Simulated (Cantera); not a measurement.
Charge: 1 mol TiO₂, 2.9 mol CH₄, 0.025 mol CO, at 852 °C and 0.105 Torr.

Cantera equilibrium calculation (NASA polynomials, part measured and part estimated; ideal gas, pure solids and liquids). Candidate condensed phases: C, C₆H₆, C₇H₈, C₈H₁₈, H₂O, Ti, TiC, TiO, TiO₂, Ti₂O₃, Ti₃O₅, Ti₄O₇; 113 gas species. Mutual solubility and eutectic melting of coexisting phases are not modelled. TiC: taken at fixed stoichiometry. Equilibrium is a limit: real reactors are often held back by kinetics, nucleation or transport.

### Question
What is the equilibrium state?

### Answer
```json
{
  "x(H₂)": "0.747",
  "x(CO)": "0.253",
  "x(H₂O)": "5.48e-6",
  "x(H)": "3.25e-6",
  "x(CO₂)": "1.69e-6",
  "n(TiC(s))": "0.960 mol",
  "n(Ti₂O₃(s))": "0.0200 mol",
  "gas_amount": "7.765 mol",
  "log10 activity of Ti₃O₅(s) (absent)": "-0.16",
  "log10 activity of C(graphite) (absent)": "-0.51",
  "log10 activity of Ti₄O₇(s) (absent)": "-0.52"
}
```
